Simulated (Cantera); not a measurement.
**CO + H2 (carbon deposition, reforming and gasification)**

Charge: 1 mol CO, 1.9 mol H2, held at 8700000 Pa.

Method: chemical equilibrium by Gibbs-energy minimisation in Cantera with the NASA 1993 tables (ideal gas, pure condensed phases). Candidate condensed phases: C, C6H6, C7H8, C8H18, H2O; 110 gas species. The ideal-gas law is rough above about 30 bar. Equilibrium is a limit: real reactors are often held back by kinetics, nucleation or transport.

```csv
T (°C),log p H2,log p CO,log p CH4,log p H2O,log p CO2,log p C2H6,log p H,log p C2H2 (acetylene),n C(graphite)
902,1.49,1.18,1.26,1.21,0.80,-2.15,-6.17,-5.71,0.0974
1002,1.58,1.35,1.13,0.99,0.54,-2.25,-5.34,-4.84,0.000647
1102,1.65,1.41,0.92,0.81,0.25,-2.52,-4.64,-4.27,0
1202,1.69,1.44,0.69,0.61,-0.04,-2.82,-4.04,-3.80,0
1302,1.72,1.46,0.48,0.41,-0.32,-3.11,-3.52,-3.39,0
1402,1.73,1.46,0.28,0.21,-0.58,-3.38,-3.07,-3.04,0
1502,1.74,1.47,0.09,0.03,-0.81,-3.64,-2.67,-2.74,0
1602,1.75,1.47,-0.08,-0.13,-1.02,-3.87,-2.31,-2.46,0
```
log p: log10 of the partial pressure in bar; n: condensed amount in mol.

From 902 °C to 1002 °C the condensed part is C(graphite). From 1102 °C to 1602 °C nothing is condensed. The main C-bearing gas is CH4 at 902 °C and CO at 1602 °C.
